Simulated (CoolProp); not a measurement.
Computed with CoolProp (reference Helmholtz-energy equation of state, Lemmon 2013).

Question: For propylene, give the phase and the cp (kJ/(kg K)), speed of sound (m/s), isothermal compressibility (1/MPa), expansivity (1/kK) at 423.5 K and 5.8 bar; 571.7 K and 33.2 bar.

Answer: 
- 423.5 K and 5.8 bar: gas; cp 2.03, speed of sound 298, isothermal compressibility 1.77, expansivity 2.58
- 571.7 K and 33.2 bar: gas; cp 2.57, speed of sound 338, isothermal compressibility 0.316, expansivity 2.15
